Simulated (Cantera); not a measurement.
An adiabatic, constant-volume homogeneous reactor starts with 8.51 % CH₄, 0.485 % C₂H₆, 4.94 % C₃H₈, 18.0 % O₂, 68.0 % N₂, equivalence ratio 2.4, at 1175 K and 5.00 bar.

Model: GRI-Mech 3.0 (53 species, 325 reactions), integrated in Cantera. GRI-Mech 3.0 was tuned for natural gas; its chemistry of propane as a main component is partial and can be far from experiment.

One state of this run: T (K) = 2401; P (bar) = 13.4; x CH₄ = 1.92e-8; x C₂H₆ = <1e-12; x C₃H₈ = <1e-12; x H₂ = 0.212; x NO = 3.10e-5; x HCO = 7.84e-7; x H₂O₂ = 6.05e-10. x: mole fraction; the columns are a selection and need not sum to one.

**Question.** Which value of t (s) does it belong to?
A. 0.00102
B. 0.00851
C. 0.000351
D. 0.00294

**Answer.** B, 0.00851
